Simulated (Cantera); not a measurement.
A perfectly stirred reactor is fed with CH4 : H2 : O2 : N2 : H2O = 1 : 0.057 : 2.09 : 10.2 : 1.9 (molar parts), equivalence ratio 0.97, at 975 Torr; it is adiabatic with a 475 K inlet, and is followed from long to short residence time, starting on the burning branch (τ in s: 0.057, 0.023, 0.0093, 0.0037, 0.0015, 0.00061, 0.00025, 9.9e-05, 4e-05, 1.6e-05).

Cantera simulation using GRI-Mech 3.0 (53 species, 325 reactions); the numbers are that mechanism's predictions, not measurements.

What does this change do: H2O 1.9 to 2.5 parts?


| quantity | before | after |
|---|---|---|
| blow-out, bracketed by the residence times tried | burning at 0.610 ms, out at 0.250 ms | burning at 0.610 ms, out at 0.250 ms |
| x(CH4) at τ = 57.0 ms | 1.35e-5 | 1.61e-5 |
| x(H2) at τ = 57.0 ms | 0.00221 | 0.00218 |
| x(O2) at τ = 57.0 ms | 0.00595 | 0.00565 |
| x(H2O2) at τ = 57.0 ms | 1.03e-7 | 1.19e-7 |
| x(C2H4) at τ = 57.0 ms | 8.21e-9 | 1.29e-8 |
| x(CH4) at τ = 0.610 ms | 0.000380 | 0.000509 |
| x(H2) at τ = 0.610 ms | 0.00975 | 0.00969 |
| x(O2) at τ = 0.610 ms | 0.0156 | 0.0158 |
| x(H2O2) at τ = 0.610 ms | 6.21e-7 | 7.17e-7 |
| x(C2H4) at τ = 0.610 ms | 9.71e-7 | 1.87e-6 |

What does this change do: pressure from 975 Torr to 3750 Torr?


```tsv
quantity	before	after
blow-out, bracketed by the residence times tried	burning at 0.610 ms, out at 0.250 ms	burning at 0.610 ms, out at 0.250 ms
x(CH4) at τ = 57.0 ms	1.35e-5	1.03e-5
x(H2) at τ = 57.0 ms	0.00221	0.000783
x(O2) at τ = 57.0 ms	0.00595	0.00469
x(H2O2) at τ = 57.0 ms	1.03e-7	1.15e-7
x(C2H4) at τ = 57.0 ms	8.21e-9	6.91e-9
x(CH4) at τ = 0.610 ms	0.000380	0.000300
x(H2) at τ = 0.610 ms	0.00975	0.00502
x(O2) at τ = 0.610 ms	0.0156	0.0109
x(H2O2) at τ = 0.610 ms	6.21e-7	7.18e-7
x(C2H4) at τ = 0.610 ms	9.71e-7	2.10e-6
```
